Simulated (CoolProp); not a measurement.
Vapour-liquid equilibrium of CH2F2 (R32) (1) + fluoroethane (R161) (2) at 1.16 MPa; x and y are mole fractions of (1).

Values from CoolProp's multi-fluid Helmholtz-energy mixture model, Tillner-Roth 1997 and Wu 2012; pair parameters Bell 2016.

### Question
Give the bubble temperature and the first vapour's composition at x = 0.45, 0.65, 0.75. Is there an azeotrope?

### Answer
x = 0.45: 294.1 K, y = 0.567; x = 0.65: 290.3 K, y = 0.741; x = 0.75: 288.6 K, y = 0.820. No azeotrope shows between x = 0.05 and 0.95.

Pair parameters are fitted to limited data, so mixtures are less certain than the pure fluids.
